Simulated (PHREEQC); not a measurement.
## Spent oxide etchant

Make-up at 25 °C: 0.019 mol NH4HF2, 0.0044 mol H2SiF6, 3e-05 mol HBF4 and 0.00016 mol HCl per kg of water. Closed to the air; pH follows from the charge balance.

All values are PHREEQC results (ion-association model, wateq4f.dat), not measurements.

Precipitation was switched off in this run.

Task: Predict the pH, ionic strength.

Result: pH 2.79; ionic strength 0.0252 mol/kgw.

Task: In which forms is F present?

Result: SiF6-2 41 %, HF 35 %, F- 17 %, H2F2 4.1 %, HF2- 2.9 % of the F.

SiF6-2 is the database's only silicon fluoride. Real BF4- forms and hydrolyses slowly; the run takes it at equilibrium.
